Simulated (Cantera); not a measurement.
An isothermal, constant-pressure homogeneous reactor starts with 0.195 % CO, 0.283 % O2, 1.95 % H2O, 97.6 % N2, at 1475 K and 0.898 atm.

Detailed kinetics in Cantera: GRI-Mech 3.0 (53 species, 325 reactions).

One state of this run: x CO = 2.80e-7; x O2 = 0.00185; x H2O = 0.0195; x H = 2.34e-8; x HO2 = 2.89e-9; x N2O = 1.36e-8; x H2 = 1.07e-6. x: mole fraction; the columns are a selection and need not sum to one.

**Question.** Which value of t (s) does it belong to?
A) 0.00969
B) 0.503
C) 7.00
D) 0.00260

**Answer.** B, 0.503
